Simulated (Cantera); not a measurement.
A closed system holds: 1 mol PH3, 1.5 mol H2O, held at 6800000 Pa.

Equilibrium computed with Cantera from the NASA thermochemical tables; the gas is ideal and each condensed phase is pure. Candidate condensed phases: H2O, P, P4O10; 17 gas species. The ideal-gas law is rough above about 30 bar. Gases not in the tables: HPO2, HPO3 and P4O6. Rates play no part. All values below are at 2227 °C.

Base state: H2 0.530, H2O 0.285, P2 0.0883, PO 0.0602, PO2 0.0316, H 0.00222, PH 0.000936, P4 0.000596 (mole fractions); condensed: gas only.

Task: What changes in the equilibrium state with this change: H2O from 1.5 to 0.57 mol?

Result: 
```json
[
 {"species": "H2", "before": "0.530", "after": "0.625"},
 {"species": "P2", "before": "0.0883", "after": "0.161"},
 {"species": "H2O", "before": "0.285", "after": "0.159"},
 {"species": "PO2", "before": "0.0316", "after": "0.00957"},
 {"species": "PO", "before": "0.0602", "after": "0.0384"},
 {"species": "P4", "before": "0.000596", "after": "0.00198"},
 {"species": "OH", "before": "0.000247", "after": "0.000127"}
]
```
